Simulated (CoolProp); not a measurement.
A closed Brayton cycle with nitrogen: compressor inlet 332.15 K and 7.3 MPa, high pressure 13.9 MPa, turbine inlet 655 K, compressor efficiency 0.85, turbine efficiency 0.85, recuperator effectiveness 0.8 (on enthalpy, no pinch check). Each further row changes one setting.

The numbers come from the reference Helmholtz-energy equation of state, Span 2000 in CoolProp.

| case | thermal efficiency (%) | net work (kJ/kg) | compressor to turbine work | compressor exit (K) | turbine exit (K) |
|---|---|---|---|---|---|
| as stated | 12.3 | 17.1 | 0.83 | 412.1 | 563.8 |
| turbine inlet 605 K | ___ | ___ | ___ | 412.1 | ___ |
| compressor inlet 342.15 K | ___ | 14.3 | 0.86 | 424.4 | 563.8 |
| high pressure 11.8 MPa | ___ | 16.0 | 0.79 | 390.3 | 585.7 |
| recuperator effectiveness 0.5 | ___ | 17.1 | 0.83 | 412.1 | 563.8 |

**Question.** Fill in the missing entries.

**Answer.** 
- turbine inlet 605 K, thermal efficiency (%): 7.6
- turbine inlet 605 K, net work (kJ/kg): 9.22
- turbine inlet 605 K, compressor to turbine work: 0.90
- turbine inlet 605 K, turbine exit (K): 519.9
- compressor inlet 342.15 K, thermal efficiency (%): 10.5
- high pressure 11.8 MPa, thermal efficiency (%): 13.0
- recuperator effectiveness 0.5, thermal efficiency (%): 9.0
